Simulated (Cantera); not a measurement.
Feed: 1 mol SiO₂, 0.48 mol CH₄, 0.031 mol CO, held at 1625 K.

These are equilibrium values from Cantera (NASA tables, ideal gas, pure condensed phases), not measurements of a reactor. Candidate condensed phases: C, C₆H₆, C₇H₈, C₈H₁₈, H₂O, Si, SiC, SiO₂; 123 gas species. Mutual solubility and eutectic melting of coexisting phases are not modelled. The tables hold silica as quartz up to 1696 K and as liquid above; real silica turns to tridymite and cristobalite and melts near 1996 K. The numbers say what is thermodynamically allowed, not how fast it happens.

log p: log10 of the partial pressure in bar; n: condensed amount in mol.

| P (Pa) | log p H₂ | log p CO | log p SiO | log p CH₄ | log p H | log p H₂O | n SiO₂(β-quartz) | n SiC(s) | n C(graphite) |
|---|---|---|---|---|---|---|---|---|---|
| 10 | -4.31 | -4.58 | -4.61 | <-16 | -6.31 | -7.02 | 0.518 | 0 | 0 |
| 52 | -3.59 | -3.87 | -3.89 | -13.59 | -5.95 | -7.02 | 0.520 | 0 | 0 |
| 270 | … | … | … | … | … | -7.02 | 0.520 | 0 | 0 |
| 1400 | -2.06 | -2.43 | -2.82 | -8.00 | -5.18 | -6.56 | 0.729 | 0.105 | 0 |
| 7200 | … | … | … | … | … | … | 0.829 | 0.155 | 0 |
| 37000 | -0.57 | -1.00 | -3.29 | -4.07 | -4.44 | -4.59 | 0.839 | 0.159 | 0 |
| 190000 | 0.24 | -0.85 | -3.35 | -2.35 | -4.03 | -3.73 | 0.977 | 0.0231 | 0.408 |
| 1000000 | 0.98 | -0.50 | -3.69 | -0.87 | -3.66 | -2.65 | 1.000 | 0 | 0.467 |

Question: Fill in the missing entries.

Answer: 
- 7200, log p H₂: -1.29
- 7200, log p CO: -1.72
- 7200, log p SiO: -3.06
- 7200, log p CH₄: -5.98
- 7200, log p H: -4.79
- 7200, log p H₂O: -5.55
- 270, log p H₂: -2.88
- 270, log p CO: -3.15
- 270, log p SiO: -3.18
- 270, log p CH₄: -10.72
- 270, log p H: -5.59
